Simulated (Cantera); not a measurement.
A Cantera script and what it prints.

```python
import numpy as np
import cantera as ct

gas_names = [...]  # 109 gases of nasa_gas.yaml made of C, Cl, H, Si
cond_names = """
    C(gr) C6H6(L) C7H8(L) C8H18(L),n-octa Si(cr) Si(L) SiC(b)
""".split()


# ... load() reads the species with a 1 bar reference pressure and builds the phases ...
atoms = {
    'SiH2Cl2': {'Si': 1, 'H': 2, 'CL': 2},
    'C2H4': {'C': 2, 'H': 4},
    'H2': {'H': 2},
    'HCl': {'H': 1, 'CL': 1},
}
top_T = {'C(gr)': 4500, 'SiC(b)': 3050}  # K; cautious upper limits of use, not melting points


# ... equilibrate(T, P, feed) seeds the gas with the atoms and calls Mixture.equilibrate('TP', solver="vcs", rtol=1e-11, max_steps=5000) ...
results = []
feed = {'SiH2Cl2': 1, 'C2H4': 0.02, 'H2': 1.5, 'HCl': 0.075}  # mol
T = 1073  # K
P = 133.322  # Pa
mix = equilibrate(T, P, feed)
results.append((T, P, feed, dict(zip(mix.species_names, mix.species_moles))))
x = sorted(zip(gas.X, gas.species_names), reverse=True)
print(f"T = {T:g} K  P = {P:g} Pa  gas = {mix.phase_moles(0):.4g} mol")
print("   x: " + "  ".join(f"{s} {v:.3e}" for v, s in x if v > 0.0001))
print("   condensed (mol): " + ("  ".join(f"{mix.phase(i).name} {mix.phase_moles(i):.4g}"
      for i in range(1, mix.n_phases) if mix.phase_moles(i) > 1e-12) or "none"))
```

Output:

```
T = 1073 K  P = 133.322 Pa  gas = 3.219 mol
   x: H2 7.462e-01  SiCL4 1.065e-01  HCL 9.882e-02  SiCL2 2.547e-02  SiCL3 1.302e-02  SiHCL3 9.853e-03  SiH2CL2 1.064e-04
   condensed (mol): Si(cr) 0.4612  SiC(b) 0.04
```

Cantera equilibrium calculation (NASA polynomials, part measured and part estimated; ideal gas, pure solids and liquids). Mutual solubility and eutectic melting of coexisting phases are not modelled. The tables' values for SiCl3 are old estimates; treat these amounts as uncertain.
